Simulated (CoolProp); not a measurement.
Values from CoolProp's reference Helmholtz-energy equation of state, de Reuck 1990.

Q: For fluorine, give the phase and the Joule-Thomson coefficient (K/MPa) at 154.9 K and 0.249 bar; 154.9 K and 3.21 bar.

A: 
- 154.9 K and 0.249 bar: gas; Joule-Thomson coefficient 6.96
- 154.9 K and 3.21 bar: gas; Joule-Thomson coefficient 6.95
